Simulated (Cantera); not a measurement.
Ignition delay

Mixture: 9.34 % CH₄, 19.0 % O₂, 71.6 % N₂, equivalence ratio 0.98, at 5.00 bar, adiabatic and at constant volume. Ignition delay is the time to a rise of 400 K.

Detailed kinetics in Cantera: GRI-Mech 3.0 (53 species, 325 reactions).

| T0 (K) | delay (ms) |
|---|---|
| 1250 | 5.00 |
| 1325 | 2.03 |
| 1400 | 0.877 |
| 1475 | 0.400 |
| 1550 | 0.193 |
| 1625 | 0.0983 |

The apparent activation energy between 1475 and 1625 K comes out as 190 kJ/mol.
